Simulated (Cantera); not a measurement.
What does this Cantera script print?

```python
import numpy as np
import cantera as ct

surf = ct.Interface("diamond.yaml", "diamond_100")
gas, bulk = surf.adjacent["gas"], surf.adjacent["diamond"]
k = surf.kinetics_species_index(bulk.species_names[0])
cover = ["c6HH", "c6H*", "c6*H", "c6**", "c6HM", "c6B"]

rows, drift = [], 0.0
print(f"{'P':>10s}{'um/h':>11s}" + "".join(f"{s:>11s}" for s in cover))
for v in [400, 750, 1400, 2600, 4700, 8800, 16000, 30000]:
    T, P, xH, xCH3 = 900, v, 0.00054, 4.7e-05
    gas.TPX = T, P, {"H": xH, "CH3": xCH3, "CH4": 0.0073, "H2": 1 - xH - xCH3 - 0.0073}
    surf.TP = bulk.TP = T, P
    surf.coverages = "c6H*:0.1, c6HH:0.9"
    surf.advance_coverages(100.0)
    before = surf.coverages
    surf.advance_coverages(100.0)
    drift = max(drift, np.max(np.abs(surf.coverages - before) / (surf.coverages + 1e-9)))
    rate = surf.net_production_rates[k] * bulk.mean_molecular_weight / bulk.density * 3.6e9
    rows.append([rate, *surf[cover].coverages])
    print(f"{v:10.4g}{rate:11.4e}" + "".join(f"{x:11.3e}" for x in rows[-1][1:]))
```

It prints:

```
         P       um/h       c6HH       c6H*       c6*H       c6**       c6HM        c6B
       400 4.1800e-02  6.492e-01  9.735e-03  2.726e-01  3.805e-03  5.198e-02  1.134e-10
       750 8.6847e-02  6.443e-01  9.660e-03  2.705e-01  3.776e-03  5.768e-02  2.357e-10
      1400 1.7200e-01  6.412e-01  9.614e-03  2.692e-01  3.758e-03  6.124e-02  4.667e-10
      2600 3.3016e-01  6.395e-01  9.588e-03  2.685e-01  3.747e-03  6.332e-02  8.959e-10
      4700 6.0748e-01  6.385e-01  9.575e-03  2.680e-01  3.741e-03  6.446e-02  1.648e-09
      8800 1.1492e+00  6.379e-01  9.570e-03  2.678e-01  3.738e-03  6.514e-02  3.119e-09
   1.6e+04 2.1009e+00  6.376e-01  9.572e-03  2.676e-01  3.737e-03  6.549e-02  5.701e-09
     3e+04 3.9515e+00  6.374e-01  9.582e-03  2.676e-01  3.737e-03  6.570e-02  1.072e-08
```

Computed with Cantera and the Harris–Goodwin 1993 mechanism for the reconstructed diamond (100) surface.
